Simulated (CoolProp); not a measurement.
A closed Brayton cycle with carbon dioxide: compressor inlet 321.15 K and 8 MPa, high pressure 21.7 MPa, turbine inlet 965 K, compressor efficiency 0.8, turbine efficiency 0.93, recuperator effectiveness 0 (on enthalpy, no pinch check). Each further row changes one setting.

Model: reference Helmholtz-energy equation of state, Span 1996, in CoolProp.

```
case                           thermal efficiency (%)  net work (kJ/kg)  compressor to turbine work  compressor exit (K)  turbine exit (K)
-----------------------------  ----------------------  ----------------  --------------------------  -------------------  ----------------
as stated                                        14.8               108                        0.33                405.0             829.3
turbine inlet 915 K                              14.8              98.6                        0.35                405.0             784.0
compressor inlet 331.15 K                        14.4               100                        0.37                422.0             829.3
high pressure 18.4 MPa                           12.5              92.9                        0.31                390.7             851.0
recuperator effectiveness 0.5                    22.3               108                        0.33                405.0             829.3
```
